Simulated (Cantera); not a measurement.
Input (Python, Cantera):

```python
import numpy as np
import cantera as ct

gas = ct.Solution("gri30.yaml")
gas.TPX = 1400, 1000000, {'CH4': 1, 'O2': 1.18, 'N2': 4.42, 'H2O': 0.14}
reactor = ct.IdealGasConstPressureReactor(gas, energy="on", clone=False)
net = ct.ReactorNet([reactor])
net.rtol, net.atol = 1e-08, 1e-16
show = ['CH4', 'O2', 'H2O', 'HO2', 'C2H4', 'C2H2']
times = np.geomspace(2e-06, 6, 12)

steps = ct.SolutionArray(gas, extra=["t"])
rows = []
print(f"{'t/s':>10s}{'T/K':>9s}{'P/Pa':>11s}" + "".join(f"{s:>11s}" for s in show))
for t in times:
    while net.time < t:
        t_next = net.step()
        steps.append(gas.state, t=t_next)
    rows.append([np.interp(t, steps.t, y) for y in (steps.T, steps.P, *steps(*show).X.T)])
    print(f"{t:10.3e}{rows[-1][0]:9.1f}{rows[-1][1]:11.4g}" + "".join(f"{x:11.3e}" for x in rows[-1][2:]))
rate = np.gradient(steps.T, steps.t)
print("integrator steps:", len(steps.t))
if steps.T.max() > steps.T[0] + 200:
    print(f"time of steepest temperature rise: {steps.t[rate.argmax()]:.4e} s")
gas.TPX = 1400, 1000000, {'CH4': 1, 'O2': 1.18, 'N2': 4.42, 'H2O': 0.14}
gas.equilibrate("HP")
print(f"equilibrium (HP): T = {gas.T:.1f} K  " + "  ".join(f"{s} {gas[s].X[0]:.3e}" for s in show))
```

It prints:

```
       t/s      T/K       P/Pa        CH4         O2        H2O        HO2       C2H4       C2H2
 2.000e-06   1400.0      1e+06  1.484e-01  1.751e-01  2.077e-02  5.746e-07  7.845e-12  1.240e-17
 7.760e-06   1400.0      1e+06  1.484e-01  1.751e-01  2.077e-02  1.880e-06  8.822e-10  5.684e-15
 3.011e-05   1400.0      1e+06  1.483e-01  1.750e-01  2.080e-02  3.615e-06  1.511e-07  5.607e-12
 1.168e-04   1401.4      1e+06  1.479e-01  1.748e-01  2.106e-02  6.095e-06  5.841e-06  1.949e-09
 4.533e-04   1424.0      1e+06  1.425e-01  1.713e-01  2.521e-02  3.280e-05  2.258e-04  5.269e-07
 1.759e-03   2613.6      1e+06  1.652e-10  2.511e-05  1.703e-01  5.030e-08  1.412e-16  2.632e-13
 6.823e-03   2613.6      1e+06  1.654e-10  2.509e-05  1.703e-01  5.026e-08  1.414e-16  2.635e-13
 2.647e-02   2613.6      1e+06  1.654e-10  2.509e-05  1.703e-01  5.026e-08  1.414e-16  2.635e-13
 1.027e-01   2613.6      1e+06  1.654e-10  2.509e-05  1.703e-01  5.026e-08  1.414e-16  2.635e-13
 3.986e-01   2613.6      1e+06  1.654e-10  2.509e-05  1.703e-01  5.026e-08  1.414e-16  2.635e-13
 1.546e+00   2613.6      1e+06  1.654e-10  2.509e-05  1.703e-01  5.026e-08  1.414e-16  2.635e-13
 6.000e+00   2613.6      1e+06  1.654e-10  2.509e-05  1.703e-01  5.026e-08  1.414e-16  2.635e-13
integrator steps: 2064
time of steepest temperature rise: 6.8544e-04 s
equilibrium (HP): T = 2613.6 K  CH4 1.863e-10  O2 2.509e-05  H2O 1.703e-01  HO2 5.026e-08  C2H4 1.560e-16  C2H2 2.906e-13
```

Cantera simulation using GRI-Mech 3.0 (53 species, 325 reactions); the numbers are that mechanism's predictions, not measurements.
